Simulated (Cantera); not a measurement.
Cantera run:

```python
import numpy as np
import cantera as ct

gas_names = """
    CL CL2 N N2 Si SiCL SiCL2 SiCL3 SiCL4 SiN Si2 Si2N Si3
""".split()
cond_names = """
    Si(cr) Si(L) Si3N4(a)
""".split()


# ... load() reads the species with a 1 bar reference pressure and builds the phases ...
atoms = {
    'Si2Cl6': {'Si': 2, 'CL': 6},
    'N2': {'N': 2},
}
top_T = {'Si3N4(a)': 2400}  # K; cautious upper limits of use, not melting points


# ... equilibrate(T, P, feed) seeds the gas with the atoms and calls Mixture.equilibrate('TP', solver="vcs", rtol=1e-11, max_steps=5000) ...
results = []
feed = {'Si2Cl6': 1, 'N2': 56}  # mol
T = 2000  # K
P = 490  # Pa
mix = equilibrate(T, P, feed)
results.append((T, P, feed, dict(zip(mix.species_names, mix.species_moles))))
x = sorted(zip(gas.X, gas.species_names), reverse=True)
print(f"T = {T:g} K  P = {P:g} Pa  gas = {mix.phase_moles(0):.4g} mol")
print("   x: " + "  ".join(f"{s} {v:.3e}" for v, s in x if v > 0.001))
print("   condensed (mol): " + ("  ".join(f"{mix.phase(i).name} {mix.phase_moles(i):.4g}"
      for i in range(1, mix.n_phases) if mix.phase_moles(i) > 1e-12) or "none"))
```

Output:

```
T = 2000 K  P = 490 Pa  gas = 59.95 mol
   x: N2 9.341e-01  CL 3.250e-02  SiCL2 3.219e-02
   condensed (mol): none
```

Equilibrium computed with Cantera from the NASA thermochemical tables; the gas is ideal and each condensed phase is pure. The feed counts by its element totals alone. The tables' values for SiCl3, SiCl are old estimates; treat these amounts as uncertain.
